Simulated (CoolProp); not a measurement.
Vapour-liquid equilibrium of dimethyl ether (1) + R227EA (2) at 3.25 °C; x and y are mole fractions of (1).

The numbers come from the multi-fluid Helmholtz-energy mixture model, Wu 2011 and Lemmon 2016; pair parameters Bell 2016 in CoolProp.

**Question.** Give the bubble pressure and the first vapour's composition at x = 0.05, 0.2, 0.95. Is there an azeotrope?

**Answer.** x = 0.05: 0.2117 MPa, y = 0.020; x = 0.2: 0.1892 MPa, y = 0.145; x = 0.95: 0.2876 MPa, y = 0.982. y crosses x between x = 0.2 and 0.35: the model has an azeotrope there.

The pair parameters rest on a limited set of measurements; away from them the model extrapolates.
